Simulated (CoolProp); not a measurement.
Vapour-liquid equilibrium of cyclohexane (1) + toluene (2) at 400.2 K; x and y are mole fractions of (1).

Model: multi-fluid Helmholtz-energy mixture model, Zhou 2014 and Lemmon 2006; pair parameters Bell 2016, in CoolProp.

```csv
x,bubble pressure (MPa),y at the bubble point,dew pressure at overall composition x (MPa),liquid density (mol/L)
0.05,0.1710,0.117,0.1634,8.251
0.125,0.1892,0.258,0.1720,8.224
0.2,0.2062,0.370,0.1813,8.196
0.275,0.2221,0.463,0.1916,8.169
0.35,0.2371,0.542,0.2030,8.143
0.425,0.2511,0.610,0.2154,8.118
0.5,0.2644,0.671,0.2290,8.093
0.575,0.2770,0.726,0.2438,8.070
0.65,0.2890,0.778,0.2598,8.047
0.725,0.3005,0.827,0.2767,8.027
0.8,0.3115,0.874,0.2942,8.007
0.875,0.3222,0.921,0.3117,7.989
0.95,0.3325,0.968,0.3286,7.974
```

No azeotrope shows between x = 0.05 and 0.95.

The pair parameters rest on a limited set of measurements; away from them the model extrapolates.
